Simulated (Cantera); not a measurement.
A Cantera script and its output.

```python
import numpy as np
import cantera as ct

gas = ct.Solution("gri30.yaml")
gas.TPX = 425, 120000, {'CH4': 1, 'C2H6': 0.14, 'C3H8': 0.65, 'O2': 9.9, 'N2': 37.2}
inlet = ct.Reservoir(gas, clone=True)
gas.equilibrate("HP")  # start burning
reactor = ct.IdealGasConstPressureReactor(gas, energy="on", clone=False)
exhaust = ct.Reservoir(gas, clone=True)
tau = [0.038, 0.021, 0.011, 0.0061, 0.0033, 0.0018, 0.00095, 0.00052, 0.00028, 0.00015, 8.1e-05, 4.4e-05, 2.4e-05][0]
for a, b in ((inlet, reactor), (reactor, exhaust)):
    ct.MassFlowController(a, b, mdot=lambda t: reactor.mass / tau)
net = ct.ReactorNet([reactor])
show = ['CH4', 'C2H6', 'C3H8', 'H2O2', 'O']

rows = []
print(f"{'tau/s':>10s}{'T/K':>9s}" + "".join(f"{s:>11s}" for s in show))
for tau in [0.038, 0.021, 0.011, 0.0061, 0.0033, 0.0018, 0.00095, 0.00052, 0.00028, 0.00015, 8.1e-05, 4.4e-05, 2.4e-05]:
    net.initial_time = 0.0
    net.advance(30 * tau)
    before = gas.X
    net.advance(40 * tau)
    drift = np.max(np.abs(gas.X - before) / (gas.X + 1e-9))
    rows.append([gas.T, *gas[show].X, drift])
    print(f"{tau:10.3e}{gas.T:9.1f}" + "".join(f"{x:11.3e}" for x in gas[show].X))
```

Output:

```
     tau/s      T/K        CH4       C2H6       C3H8       H2O2          O
 3.800e-02   1739.7  7.018e-06  2.405e-07  1.125e-06  1.216e-07  2.471e-04
 2.100e-02   1734.9  1.020e-05  3.568e-07  1.681e-06  1.552e-07  3.546e-04
 1.100e-02   1727.3  1.542e-05  5.465e-07  2.576e-06  2.017e-07  5.218e-04
 6.100e-03   1717.6  2.267e-05  8.074e-07  3.782e-06  2.554e-07  7.328e-04
 3.300e-03   1703.5  3.438e-05  1.223e-06  5.659e-06  3.265e-07  1.023e-03
 1.800e-03   1684.3  5.317e-05  1.879e-06  8.545e-06  4.175e-07  1.379e-03
 9.500e-04   1655.9  8.809e-05  3.075e-06  1.368e-05  5.474e-07  1.798e-03
 5.200e-04   1617.8  1.531e-04  5.257e-06  2.287e-05  7.246e-07  2.134e-03
 2.800e-04   1557.6  3.225e-04  1.083e-05  4.600e-05  1.030e-06  2.130e-03
 1.500e-04    425.0  2.045e-02  2.864e-03  1.330e-02 -6.594e-18  1.026e-30
 8.100e-05    425.0  2.045e-02  2.864e-03  1.330e-02  6.923e-20  4.166e-32
 4.400e-05    425.0  2.045e-02  2.864e-03  1.330e-02  4.487e-22  6.356e-33
 2.400e-05    425.0  2.045e-02  2.864e-03  1.330e-02  2.834e-23  4.706e-34
```

Detailed kinetics in Cantera: GRI-Mech 3.0 (53 species, 325 reactions). GRI-Mech 3.0 was tuned for natural gas; its chemistry of propane as a main component is partial and can be far from experiment.
